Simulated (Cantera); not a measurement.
Charge: 1 mol CCl₄, a varied amount of H₂, held at 3202 °C and 1.13 Torr.

These are equilibrium values from Cantera (NASA tables, ideal gas, pure condensed phases), not measurements of a reactor. Candidate condensed phases: C, C₆H₆, C₇H₈, C₈H₁₈; 91 gas species. The tables' values for CCl are old estimates; treat these amounts as uncertain. Equilibrium is a limit: real reactors are often held back by kinetics, nucleation or transport.

Task: At 0.09 mol H₂, list the 4 most abundant gas species with their mole fractions, and the condensed phases.

Result: Cl 0.798, C 0.143, H 0.0357, C₂ 0.0132. Condensed: gas only.
